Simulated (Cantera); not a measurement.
Feed: 1 mol MgCO3, 0.37 mol SO2, 0.64 mol CO2, equilibrated at 452 °C and 2.10 bar.

Cantera equilibrium calculation (NASA polynomials, part measured and part estimated; ideal gas, pure solids and liquids). Candidate condensed phases: C, Mg, MgCO3, MgO, MgS, MgSO4, S; 26 gas species. Gases not in the tables: S3 to S7. Rates play no part.

Base state: CO2 0.971, SO2 0.0125, S2 0.00888, S8 0.00607, COS 0.00163, S2O 0.000272, CO 4.38e-5 (mole fractions); condensed: MgO(s) + MgSO4(s).

Question: What changes in the equilibrium state with this change: temperature from 452 °C to 877 °C?

Answer: 
| species | before | after |
|---|---|---|
| CO2 | 0.971 | 0.816 |
| SO2 | 0.0125 | 0.184 |
| SO3 | <1e-9 | 1.74e-5 |
| S2 | 0.00888 | <1e-9 |
| S8 | 0.00607 | <1e-9 |
| COS | 0.00163 | <1e-9 |
| MgO(s), mol | 0.767 | 1.00 |
| MgSO4(s), mol | 0.233 | 0 |
